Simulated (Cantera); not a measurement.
Standard-state values (1 bar) from the NASA 1993 polynomials, evaluated with Cantera. Values are per mole of reaction as written; species without (g) are pure solids or liquids, kept so even where they would boil at 1 bar. TiC: taken at fixed stoichiometry.

TiO(g) + CO(g) ⇌ TiC + 2 O(g)

```
T (K)  ΔH° (kJ)  ΔS° (J/K)  ΔG° (kJ)  log10 K
-----  --------  ---------  --------  -------
300       370.4      -84.7     395.8   -68.92
523       374.9      -73.6     413.4   -41.29
723         [?]        [?]       [?]      [?]
923         [?]        [?]       [?]      [?]
1123        [?]        [?]       [?]      [?]
1323        [?]        [?]       [?]      [?]
```

Question: What belongs in the gaps?

Answer: 
- 723, ΔH° (kJ): 379.6
- 723, ΔS° (J/K): -66.1
- 723, ΔG° (kJ): 427.4
- 723, log10 K: -30.88
- 923, ΔH° (kJ): 384.1
- 923, ΔS° (J/K): -60.6
- 923, ΔG° (kJ): 440.0
- 923, log10 K: -24.90
- 1123, ΔH° (kJ): 388.5
- 1123, ΔS° (J/K): -56.2
- 1123, ΔG° (kJ): 451.7
- 1123, log10 K: -21.01
- 1323, ΔH° (kJ): 393.0
- 1323, ΔS° (J/K): -52.6
- 1323, ΔG° (kJ): 462.5
- 1323, log10 K: -18.26
